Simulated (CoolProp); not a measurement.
A simple Rankine cycle with R1336mzz(E): condensing at 329.15 K, boiler at 1.32 MPa, turbine inlet 409 K, turbine efficiency 0.65, pump efficiency 0.7, no recuperator. Each further row changes one setting.

The numbers come from the reference Helmholtz-energy equation of state, Akasaka 2023 in CoolProp.

```tsv
case	thermal efficiency (%)	net work (kJ/kg)	heat in (kJ/kg)	turbine exit temperature (K)	volume ratio over the turbine
as stated	5.2	9.81	190	___	2.75
condensing temperature 321.15 K	6.2	12.4	200	383.3	3.48
boiler pressure 0.924 MPa	3.4	6.58	195	___	1.85
turbine efficiency 0.55	4.3	___	190	___	2.77
```

Problem. Complete the blanks.

Solution. 
- as stated, turbine exit temperature (K): 387.5
- boiler pressure 0.924 MPa, turbine exit temperature (K): 396.7
- turbine efficiency 0.55, net work (kJ/kg): 8.15
- turbine efficiency 0.55, turbine exit temperature (K): 389.3
